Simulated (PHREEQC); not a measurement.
Consider water at 55 °C with 0.013 mol NaH2PO4 and 0.021 mol HF per kg of water. Closed to the air; pH follows from the charge balance.

Computed with PHREEQC (ion-association model, phreeqc.dat).

No solid was allowed to form.

### Question
Estimate the pH.

### Answer
pH 2.80.

### Question
In which forms is P present?

### Answer
H2PO4- 78 %, H3PO4 22 % of the P.

Away from 25 °C the constants follow the database's enthalpies or fits; those with neither stay at their 25 °C values.
